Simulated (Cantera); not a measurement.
What does this Cantera script print?

```python
import numpy as np
import cantera as ct

gas = ct.Solution("gri30.yaml")
gas.TPX = 575, 1000000, {'CH4': 1, 'O2': 3.39, 'N2': 16, 'CO2': 4.8}
inlet = ct.Reservoir(gas, clone=True)
gas.equilibrate("HP")  # start burning
reactor = ct.IdealGasConstPressureReactor(gas, energy="on", clone=False)
exhaust = ct.Reservoir(gas, clone=True)
tau = [0.086, 0.03, 0.011, 0.0037, 0.0013, 0.00046, 0.00016, 5.6e-05, 2e-05][0]
for a, b in ((inlet, reactor), (reactor, exhaust)):
    ct.MassFlowController(a, b, mdot=lambda t: reactor.mass / tau)
net = ct.ReactorNet([reactor])
show = ['CH4', 'O2', 'CO2', 'HCO', 'C2H', 'HCN']

rows = []
print(f"{'tau/s':>10s}{'T/K':>9s}" + "".join(f"{s:>11s}" for s in show))
for tau in [0.086, 0.03, 0.011, 0.0037, 0.0013, 0.00046, 0.00016, 5.6e-05, 2e-05]:
    net.initial_time = 0.0
    net.advance(30 * tau)
    before = gas.X
    net.advance(40 * tau)
    drift = np.max(np.abs(gas.X - before) / (gas.X + 1e-9))
    rows.append([gas.T, *gas[show].X, drift])
    print(f"{tau:10.3e}{gas.T:9.1f}" + "".join(f"{x:11.3e}" for x in gas[show].X))
```

Output:

```
     tau/s      T/K        CH4         O2        CO2        HCO        C2H        HCN
 8.600e-02   1396.5  1.332e-04  5.605e-02  2.288e-01  3.504e-09  2.275e-12  8.328e-10
 3.000e-02   1378.2  3.527e-04  5.744e-02  2.264e-01  1.056e-08  3.229e-12  9.055e-10
 1.100e-02   1300.1  1.671e-03  6.366e-02  2.175e-01  3.036e-08  2.454e-12  1.523e-10
 3.700e-03    575.0  3.970e-02  1.346e-01  1.906e-01 -1.822e-32 -1.547e-47 -4.529e-25
 1.300e-03    575.0  3.970e-02  1.346e-01  1.906e-01  4.357e-34 -1.383e-47 -3.584e-28
 4.600e-04    575.0  3.970e-02  1.346e-01  1.906e-01  5.824e-35 -3.503e-50 -1.257e-30
 1.600e-04    575.0  3.970e-02  1.346e-01  1.906e-01  9.037e-36 -2.037e-52 -4.563e-32
 5.600e-05    575.0  3.970e-02  1.346e-01  1.906e-01  1.385e-36 -4.314e-54 -2.558e-33
 2.000e-05    575.0  3.970e-02  1.346e-01  1.906e-01  2.001e-37 -1.026e-55 -1.616e-34
```

Computed with Cantera and GRI-Mech 3.0 (53 species, 325 reactions).
